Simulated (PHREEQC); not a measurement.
Synthetic water in mg/kgw, 20 °C, pH 8.72, pe 10.1:

```json
[
 {"constituent": "Na", "mg/kgw": "8760"},
 {"constituent": "K", "mg/kgw": "145"},
 {"constituent": "Ca", "mg/kgw": "296"},
 {"constituent": "Mg", "mg/kgw": "919"},
 {"constituent": "Cl", "mg/kgw": "9930"},
 {"constituent": "S(6) as SO4", "mg/kgw": "8800"},
 {"constituent": "Alkalinity as HCO3", "mg/kgw": "24.5"},
 {"constituent": "O(0) (dissolved oxygen)", "mg/kgw": "8.32"},
 {"constituent": "Pb", "mg/kgw": "17.1"}
]
```

Cl is adjusted to close the charge balance.
Valence states are taken as typed.

Model: ion-association model, phreeqc.dat, run in PHREEQC.

| Property | Result |
|---|---|
| ionic strength | 0.504 mol/kgw |
| activity of water | 0.987 |
| specific conductance | 31200 µS/cm |
| density | 1.021 g/cm³ |

| species | molality | activity | log γ |
|---|---|---|---|
| Na+ | 0.361 | 0.260 | -0.143 |
| Cl- | 0.292 | 0.190 | -0.186 |
| SO4-2 | 0.0544 | 0.0112 | -0.684 |
| Mg+2 | 0.0235 | 0.00694 | -0.529 |
| NaSO4- | 0.0204 | 0.0142 | -0.159 |
| MgSO4 | 0.0143 | 0.0160 | 0.050 |
| Ca+2 | 0.00509 | 0.00134 | -0.581 |
| K+ | 0.00347 | 0.00224 | -0.190 |
| CaSO4 | 0.00229 | 0.00257 | 0.050 |
| O2 | 0.000260 | 0.000292 | 0.050 |
| KSO4- | 0.000234 | 0.000162 | -0.159 |

This is a speciation only: nothing precipitates in the calculation. Saturation is exceeded, for instance for Pb(OH)2, Cerussite; the values hold only as long as no solid forms.
